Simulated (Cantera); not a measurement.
A perfectly stirred reactor is fed with 37.0 % CH4, 63.0 % H2O, at 0.540 bar; it is held at 1825 K, and followed from long to short residence time.

Cantera simulation using GRI-Mech 3.0 (53 species, 325 reactions); the numbers are that mechanism's predictions, not measurements.

x: mole fraction; the columns are a selection and need not sum to one.

```tsv
τ (s)	x CH4	x H2O	x H2	x CH2	x H2O2	x OH	x C2H6
3.6	0.00713	0.160	0.627	1.03e-7	2.68e-12	8.42e-6	4.93e-7
1.4	0.0115	0.182	0.608	1.80e-7	3.57e-12	9.71e-6	1.33e-6
0.54	?	?	0.576	?	5.37e-12	?	?
0.21	0.0270	0.269	0.531	5.12e-7	8.66e-12	1.51e-5	8.22e-6
0.081	?	?	?	?	1.40e-11	?	?
0.031	0.0589	0.396	0.410	1.24e-6	2.13e-11	2.38e-5	4.65e-5
0.012	0.0875	0.453	0.344	1.74e-6	2.86e-11	2.76e-5	0.000108
0.0047	0.129	0.499	0.277	2.30e-6	3.49e-11	3.05e-5	0.000242
0.0018	0.184	0.539	0.204	2.92e-6	4.08e-11	3.30e-5	0.000508
```

Q: What belongs in the gaps?

A: 
- 0.54, x CH4: 0.0179
- 0.54, x H2O: 0.218
- 0.54, x CH2: 3.08e-7
- 0.54, x OH: 1.19e-5
- 0.54, x C2H6: 3.39e-6
- 0.081, x CH4: 0.0398
- 0.081, x H2O: 0.331
- 0.081, x H2: 0.474
- 0.081, x CH2: 8.19e-7
- 0.081, x OH: 1.93e-5
- 0.081, x C2H6: 1.96e-5
